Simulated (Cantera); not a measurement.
What does this Cantera script print?

```python
import numpy as np
import cantera as ct

gas = ct.Solution("gri30.yaml")
gas.TPX = 675, 1000000, {'CH3OH': 1, 'O2': 1.5, 'N2': 5.64}
flame = ct.FreeFlame(gas, width=0.008)
flame.set_refine_criteria(ratio=3, slope=0.08, curve=0.16)
flame.transport_model = "mixture-averaged"
flame.solve(loglevel=0, auto=True)
z, T = flame.grid, flame.T
thick = (T[-1] - T[0]) / np.gradient(T, z).max()
show = ['CH3OH', 'O2', 'C2H2', 'NO', 'C2H', 'CH3']
print(f"laminar burning velocity  {flame.velocity[0] * 100:.3f} cm/s")
print(f"burnt temperature         {T[-1]:.1f} K")
print(f"thermal thickness         {thick * 1e3:.4f} mm")
print(f"grid points               {len(z)}")
z0 = z[flame.heat_release_rate.argmax()]
print(f"{'z/mm':>9s}{'T/K':>9s}{'u/(m/s)':>9s}" + "".join(f"{s:>11s}" for s in show))
rows = []
for k in (-3, -2, -1.5, -1, -0.5, -0.25, 0, 0.25, 0.5, 1, 2, 4, 8):
    zz = z0 + k * thick
    rows.append([k * thick, np.interp(zz, z, T), np.interp(zz, z, flame.velocity),
                 *(np.interp(zz, z, flame.X[gas.species_index(s)]) for s in show)])
    print(f"{rows[-1][0] * 1e3:9.3f}{rows[-1][1]:9.1f}{rows[-1][2]:9.3f}" + "".join(f"{x:11.3e}" for x in rows[-1][3:]))
```

Output:

```
laminar burning velocity  97.869 cm/s
burnt temperature         2472.7 K
thermal thickness         0.0402 mm
grid points               142
     z/mm      T/K  u/(m/s)      CH3OH         O2       C2H2         NO        C2H        CH3
   -0.121    675.4    0.981  1.226e-01  1.839e-01  1.117e-11  2.200e-10  1.784e-30  1.850e-13
   -0.080    678.3    0.988  1.221e-01  1.830e-01  1.333e-10  2.107e-09  1.419e-27  2.479e-12
   -0.060    688.9    1.008  1.212e-01  1.814e-01  6.908e-10  9.374e-09  2.040e-25  1.745e-11
   -0.040    747.2    1.104  1.166e-01  1.747e-01  4.822e-09  5.949e-08  1.335e-22  3.844e-10
   -0.020   1048.6    1.595  8.911e-02  1.447e-01  3.717e-08  6.041e-07  1.016e-16  9.931e-08
   -0.010   1402.9    2.193  4.954e-02  1.089e-01  8.962e-08  2.081e-06  4.996e-13  4.279e-06
    0.000   1819.5    2.921  5.560e-03  6.616e-02  1.775e-07  5.634e-06  1.360e-10  7.250e-05
    0.010   2019.5    3.238  2.256e-05  4.025e-02  6.453e-08  1.006e-05  3.249e-10  1.295e-05
    0.020   2127.2    3.387  6.055e-08  2.814e-02  4.579e-09  1.484e-05  3.846e-11  7.572e-07
    0.040   2249.8    3.551  1.583e-10  1.936e-02  1.784e-11  2.343e-05  1.848e-13  4.466e-09
    0.080   2355.5    3.693  3.217e-14  1.368e-02  3.488e-15  3.690e-05  3.474e-17  9.673e-13
    0.161   2425.3    3.786  1.064e-15  9.997e-03  6.113e-19  5.684e-05  5.300e-21  6.508e-15
    0.322   2459.8    3.830  5.522e-16  8.053e-03  2.076e-19  8.770e-05  1.613e-21  3.774e-15
```

Detailed kinetics in Cantera: GRI-Mech 3.0 (53 species, 325 reactions). GRI-Mech 3.0 was tuned for natural gas; its chemistry of methanol as a main component is partial and can be far from experiment. Burning velocities carry a grid error of a few per cent, more on coarse grids.
